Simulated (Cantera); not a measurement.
An adiabatic, constant-volume homogeneous reactor starts with CO : H₂ : O₂ : N₂ = 1 : 0.26 : 0.863 : 4.8 (molar parts), equivalence ratio 0.73, at 1725 K and 0.987 atm.

Computed with Cantera and GRI-Mech 3.0 (53 species, 325 reactions).

Predict: time of steepest temperature rise; temperature at 0.300 s; equilibrium temperature; x(CO) at 0.300 s; x(H₂) at 0.300 s; x(O₂) at 0.300 s; x(NO₂) at 0.300 s; x(H₂O) at 0.300 s.


```json
{
 "time_of_steepest_temperature_rise": "18.1 µs",
 "temperature at 0.300 s": "2751 K",
 "equilibrium_temperature": "2751 K",
 "x(CO) at 0.300 s": "0.0486 (gas-phase equilibrium 0.0486)",
 "x(H₂) at 0.300 s": "0.00212 (gas-phase equilibrium 0.00212)",
 "x(O₂) at 0.300 s": "0.0474 (gas-phase equilibrium 0.0474)",
 "x(NO₂) at 0.300 s": "6.41e-6 (gas-phase equilibrium 6.41e-6)",
 "x(H₂O) at 0.300 s": "0.0313 (gas-phase equilibrium 0.0313)"
}
```
